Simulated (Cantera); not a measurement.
A closed system holds: 1 mol borazine, 0.19 mol O2, at 1100 °C and 19.0 Pa.

Cantera equilibrium calculation (NASA polynomials, part measured and part estimated; ideal gas, pure solids and liquids). Candidate condensed phases: B, BN, B2O3, B3O3H3, H2O; 39 gas species. The feed counts by its element totals alone. Mutual solubility and eutectic melting of coexisting phases are not modelled. The numbers say what is thermodynamically allowed, not how fast it happens.

Base state: H2 0.936, N2 0.0406, HBO 0.00894, B2O3 0.00659, HBO2 0.00631, B2O2 0.000926, H 0.000234, H2O 0.000152 (mole fractions); condensed: BN(s) + B2O3(l).

Q: What changes in the equilibrium state with this change: O2 from 0.19 to 1.5 mol?

A: 
| species | before | after |
|---|---|---|
| H2 | 0.936 | 0.733 |
| N2 | 0.0406 | 0.246 |
| HBO2 | 0.00631 | 0.00754 |
| HBO | 0.00894 | 0.00585 |
| B2O2 | 0.000926 | 0.000508 |
| H2O | 0.000152 | 0.000218 |
| BO | 7.09e-5 | 5.25e-5 |
| H | 0.000234 | 0.000207 |
| BN(s), mol | 2.74 | 1.00 |
| B2O3(l), mol | 0.0807 | 0.943 |

Q: What changes in the equilibrium state with this change: pressure from 19.0 Pa to 28.0 mbar?

A: 
```tsv
species	before	after
H2	0.936	0.958
N2	0.0406	0.0401
HBO2	0.00631	0.00121
HBO	0.00894	0.000325
B2O3	0.00659	4.47e-5
B2O2	0.000926	1.19e-6
BO	7.09e-5	2.10e-7
H	0.000234	1.95e-5
BN(s), mol	2.74	2.75
B2O3(l), mol	0.0807	0.123
```
